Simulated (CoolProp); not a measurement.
Saturated liquid density (kg/m³) of R236EA: the reference equation beside estimates from Tc = 412.4 K, pc = 3414 kPa, ω = 0.368. Rackett uses Z = 0.29056 − 0.08775 ω.

Model: reference Helmholtz-energy equation of state, Rui 2013, in CoolProp.

```csv
T (K),reference,Rackett,Redlich-Kwong,Soave-Redlich-Kwong
328.8,1322,1382,1107,1186
330.9,1314,1374,1098,1177
333,1306,1365,1090,1168
335.2,1297,1356,1080,1159
337.3,1289,1347,1071,1150
339.5,1281,1338,1062,1140
341.6,1272,1329,1052,1130
343.7,1264,1319,1043,1120
345.9,1255,1309,1033,1110
348,1246,1300,1023,1100
350.1,1237,1290,1013,1089
352.3,1227,1280,1003,1078
354.4,1218,1270,992.3,1067
```

Absolute difference from the reference over all 13 rows, mean and median: Rackett 4.4 and 4.4 %, Redlich-Kwong 17.3 and 17.3 %, Soave-Redlich-Kwong 11.2 and 11.2 %.
